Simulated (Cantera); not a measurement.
Input: 1 mol SiCl4, a varied amount of NH3, at 100000 Pa.

These are equilibrium values from Cantera (NASA tables, ideal gas, pure condensed phases), not measurements of a reactor. Candidate condensed phases: NH4Cl, Si, Si3N4; 28 gas species. The tables' values for SiCl3 are old estimates. Equilibrium is a limit: real reactors are often held back by kinetics, nucleation or transport.

Stable condensed phases, one row left out:

```
T in °C \ n(NH3) in mol
         1.8 2.5 3.6 5.2 7.4  11  15  22  31  45
   1627    A   A   B   B   B   B   B   B   B   B
   1577    A   B   B   B   B   B   B   B   B   B
   1477    B   B   B   B   B   B   B   B   B   B
   1427    B   B   B   B   B   B   B   B   B   B
   1377    B   B   B   B   B   B   B   B   B   B
   1327    B   B   B   B   B   B   B   B   B   B
   1277    B   B   B   B   B   B   B   B   B   B
   1227    B   B   B   B   B   B   B   B   B   B
   1177    B   B   B   B   B   B   B   B   B   B
```

A: gas only; B: Si3N4.

Give the row for 1527 °C.

1.8: Si3N4; 2.5: Si3N4; 3.6: Si3N4; 5.2: Si3N4; 7.4: Si3N4; 11: Si3N4; 15: Si3N4; 22: Si3N4; 31: Si3N4; 45: Si3N4.
